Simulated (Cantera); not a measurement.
A perfectly stirred reactor is fed with CH₄ : O₂ : N₂ : CO₂ = 1 : 1.54 : 11.8 : 0.39 (molar parts), at 240 Torr; it is adiabatic with a 548 K inlet, and is followed from long to short residence time, starting on the burning branch (τ in s: 0.45, 0.15, 0.048, 0.016, 0.0052, 0.0017, 0.00056, 0.00018, 6e-05).

Detailed kinetics in Cantera: GRI-Mech 3.0 (53 species, 325 reactions).

Task: Predict: blow-out, bracketed by the residence times tried; x(CH₄) at τ = 0.450 s; x(O₂) at τ = 0.450 s; x(CO₂) at τ = 0.450 s; x(C₂H₆) at τ = 0.450 s; x(H₂O) at τ = 0.450 s; x(CH₄) at τ = 5.20 ms; x(O₂) at τ = 5.20 ms; x(CO₂) at τ = 5.20 ms.

Result: 
* **blow-out, bracketed by the residence times tried**: burning at 16.0 ms, out at 5.20 ms
* **x(CH₄) at τ = 0.450 s**: 0.000705
* **x(O₂) at τ = 0.450 s**: 0.000573
* **x(CO₂) at τ = 0.450 s**: 0.0552
* **x(C₂H₆) at τ = 0.450 s**: 2.93e-6
* **x(H₂O) at τ = 0.450 s**: 0.108
* **x(CH₄) at τ = 5.20 ms**: 0.0679
* **x(O₂) at τ = 5.20 ms**: 0.105
* **x(CO₂) at τ = 5.20 ms**: 0.0265
